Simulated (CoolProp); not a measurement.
R141b along the isotherm 226.85 °C: Z from the reference equation and from simpler models built on Tc = 204.4 °C, pc = 4212 kPa, ω = 0.220; each cubic takes its own stable root.

Computed with CoolProp (reference Helmholtz-energy equation of state, Lemmon 2006). It is a short technical equation, of lower accuracy than the large ones.

```
p (kPa)          phase  reference  van der Waals  Soave-Redlich-Kwong  Peng-Robinson
-------  -------------  ---------  -------------  -------------------  -------------
790                gas     0.9454         0.9481               0.9433         0.9366
1580               gas     0.8853         0.8909               0.8824         0.8693
2370               gas     0.8178         0.8265               0.8157         0.7968
3160               gas     0.7400         0.7510               0.7409         0.7169
3950               gas     0.6463         0.6555               0.6534         0.6255
4740     supercritical     0.5240         0.5050               0.5435         0.5141
5530     supercritical     0.3671         0.3695               0.4119         0.3861
6320     supercritical     0.3069         0.3749               0.3645         0.3368
```
